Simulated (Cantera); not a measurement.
Cantera run:

```python
import numpy as np
import cantera as ct

gas_names = [...]  # 47 gases of nasa_gas.yaml made of Cl, H, N, O, Si
cond_names = """
    H2O(s) H2O(L) NH4CL(a) NH4CL(b) Si(cr) Si(L) SiO2(Lqz) SiO2(hqz) SiO2(L) Si2N2O(s) Si3N4(a)
""".split()


# ... load() reads the species with a 1 bar reference pressure and builds the phases ...
atoms = {
    'SiH2Cl2': {'Si': 1, 'H': 2, 'CL': 2},
    'N2O': {'N': 2, 'O': 1},
}
top_T = {'Si2N2O(s)': 2100, 'Si3N4(a)': 2400}  # K; cautious upper limits of use, not melting points


# ... equilibrate(T, P, feed) seeds the gas with the atoms and calls Mixture.equilibrate('TP', solver="vcs", rtol=1e-11, max_steps=5000) ...
results = []
feed = {'SiH2Cl2': 1, 'N2O': 3.4}  # mol
P = 58  # Pa
for T in [848, 948, 1048, 1148, 1248, 1348, 1448, 1548, 1648, 1748]:
    mix = equilibrate(T, P, feed)
    results.append((T, P, feed, dict(zip(mix.species_names, mix.species_moles))))

top = {s: max(r[3][s] / sum(r[3][g] for g in gas_names) for r in results) for s in gas_names}
cols = sorted((s for s in top if top[s] > 1e-06), key=lambda s: -top[s])[:5]
seen = [c for c in cond_names if any(r[3].get(c, 0) > 1e-12 for r in results)]
print("log10 of partial pressures in bar; condensed amounts in mol")
print(f"{'T/K':>10s}" + "".join(f"{s[:9]:>10s}" for s in cols + seen))
for T, P, feed, n in results:
    ng = sum(n[g] for g in gas_names)
    print(f"{T:10.4g}" + "".join(f"{np.log10(max(n[s] / ng * P / 1e5, 1e-99)):10.3f}" for s in cols)
          + "".join(f"{n.get(c, 0):10.4g}" for c in seen))
```

Output:

```
log10 of partial pressures in bar; condensed amounts in mol
       T/K        N2       HCL        O2        CL       H2O SiO2(hqz)   SiO2(L)
       848    -3.485    -3.792    -4.224    -6.976    -4.807         1         0
       948    -3.487    -3.769    -4.209    -6.255    -4.966         1         0
      1048    -3.488    -3.758    -4.202    -5.685    -5.085         1         0
      1148    -3.490    -3.755    -4.201    -5.245    -5.134         1         0
      1248    -3.492    -3.762    -4.206    -4.930    -5.085         1         0
      1348    -3.494    -3.777    -4.218    -4.711    -4.967         1         0
      1448    -3.496    -3.800    -4.235    -4.547    -4.835         1         0
      1548    -3.498    -3.829    -4.256    -4.418    -4.716         1         0
      1648    -3.500    -3.863    -4.281    -4.312    -4.616         1         0
      1748    -3.503    -3.902    -4.311    -4.224    -4.534         0    0.9999
```

Equilibrium computed with Cantera from the NASA thermochemical tables; the gas is ideal and each condensed phase is pure. The tables hold silica as quartz up to 1696 K and as liquid above; real silica turns to tridymite and cristobalite and melts near 1996 K.
